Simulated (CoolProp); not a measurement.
Computed with CoolProp (reference Helmholtz-energy equation of state, Wu 2012).

For fluoroethane (R161), give the phase and the cp (kJ/(kg K)), speed of sound (m/s), isothermal compressibility (1/MPa), expansivity (1/kK) at 150.65 °C and 5 MPa.


- 150.65 °C and 5 MPa: gas; cp 2.23, speed of sound 231, isothermal compressibility 0.283, expansivity 6.28
